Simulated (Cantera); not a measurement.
An adiabatic, constant-volume homogeneous reactor starts with CH₄ : O₂ : N₂ = 1 : 2 : 7.52 (molar parts), equivalence ratio 1.0, at 1375 K and 750 Torr. Integrator tolerance rtol = 1e-08.

Computed with Cantera and GRI-Mech 3.0 (53 species, 325 reactions).

What does this change do: initial temperature 1375 to 1225 K?


```json
[
 {"quantity": "time of steepest temperature rise", "before": "4.40 ms", "after": "30.8 ms"},
 {"quantity": "temperature at 3.00 s", "before": "2868 K", "after": "2828 K"},
 {"quantity": "equilibrium temperature", "before": "2868 K", "after": "2828 K"},
 {"quantity": "x(CH₄) at 3.00 s", "before": "<1e-12 (gas-phase equilibrium <1e-12)", "after": "<1e-12 (gas-phase equilibrium <1e-12)"},
 {"quantity": "x(O₂) at 3.00 s", "before": "0.0199 (gas-phase equilibrium 0.0199)", "after": "0.0184 (gas-phase equilibrium 0.0184)"},
 {"quantity": "x(CH₃) at 3.00 s", "before": "<1e-12 (gas-phase equilibrium <1e-12)", "after": "<1e-12 (gas-phase equilibrium <1e-12)"},
 {"quantity": "x(CH₂CO) at 3.00 s", "before": "<1e-12 (gas-phase equilibrium <1e-12)", "after": "<1e-12 (gas-phase equilibrium <1e-12)"},
 {"quantity": "x(H₂O) at 3.00 s", "before": "0.145 (gas-phase equilibrium 0.145)", "after": "0.151 (gas-phase equilibrium 0.151)"},
 {"quantity": "x(C₂H) at 3.00 s", "before": "<1e-12 (gas-phase equilibrium <1e-12)", "after": "<1e-12 (gas-phase equilibrium <1e-12)"},
 {"quantity": "x(C₂H₄) at 3.00 s", "before": "<1e-12 (gas-phase equilibrium <1e-12)", "after": "<1e-12 (gas-phase equilibrium <1e-12)"}
]
```
